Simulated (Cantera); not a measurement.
A perfectly stirred reactor is fed with C₂H₆ : N₂ : H₂O = 1 : 3.5 : 0.25 (molar parts), at 101000 Pa; it is held at 1875 K, and followed from long to short residence time.

Detailed kinetics in Cantera: GRI-Mech 3.0 (53 species, 325 reactions). GRI-Mech 3.0 stops at C3 and has no aromatics, soot or wall deposition, so with more carbon than oxygen in the feed, carbon stays in small species such as C2H2 where larger ones or solid carbon would form.

One state of this run: x C₂H₆ = 8.86e-5; x CH₃ = 0.000865; x HCN = 8.22e-6; x CH₄ = 0.0269; x H = 0.000445; x H₂ = 0.277; x C₂H₄ = 0.00101. x: mole fraction; the columns are a selection and need not sum to one.

Task: Which value of τ (s) does it belong to?
(A) 0.033
(B) 0.13
(C) 0.017
(D) 0.067

Result: C, 0.017
